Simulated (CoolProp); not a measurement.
Properties of hydrogen chloride at several states (Tc = 324.7 K, pc = 8.314 MPa, ω = 0.130).

The numbers come from the reference Helmholtz-energy equation of state, Thol 2018 in CoolProp.

| T (K) | p (MPa) | phase | cp (kJ/(kg K)) | isothermal compressibility (1/MPa) | expansivity (1/kK) | fugacity coefficient |
|---|---|---|---|---|---|---|
| 418.3 | 0.0144 | gas | 0.8006 | 69.47 | 2.393 | 0.9997 |
| 354.7 | 10.4 | supercritical | 2.983 | 0.1957 | 16.20 | 0.6776 |
| 386.2 | 1.49 | gas | 0.8579 | 0.6990 | 2.932 | 0.9613 |
| 192.5 | 0.0348 | gas | 0.8184 | 29.00 | 5.369 | 0.9909 |
| 367.5 | 30.2 | supercritical | 2.016 | 0.01230 | 5.386 | 0.4085 |
| 359.5 | 0.014 | gas | 0.7999 | 71.46 | 2.786 | 0.9995 |
